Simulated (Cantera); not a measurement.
Standard-state values (1 bar) from the NASA 1993 polynomials, evaluated with Cantera. Values are per mole of reaction as written; species without (g) are pure solids or liquids, kept so even where they would boil at 1 bar.

Pb + H2S(g) = PbS + H2(g)

```csv
T (K),ΔH° (kJ),ΔS° (J/K),ΔG° (kJ),log10 K,condensed phases
1373,…,…,…,…,"Pb(l), PbS(s)"
1523,…,…,…,…,"Pb(l), PbS(l)"
1673,…,…,…,…,"Pb(l), PbS(l)"
1823,-41.6,-17.0,-10.7,0.31,"Pb(l), PbS(l)"
```

Task: What belongs in the gaps?

Result: 
- 1373, ΔH° (kJ): -68.9
- 1373, ΔS° (J/K): -35.9
- 1373, ΔG° (kJ): -19.6
- 1373, log10 K: 0.75
- 1523, ΔH° (kJ): -47.3
- 1523, ΔS° (J/K): -20.3
- 1523, ΔG° (kJ): -16.3
- 1523, log10 K: 0.56
- 1673, ΔH° (kJ): -44.4
- 1673, ΔS° (J/K): -18.6
- 1673, ΔG° (kJ): -13.3
- 1673, log10 K: 0.42
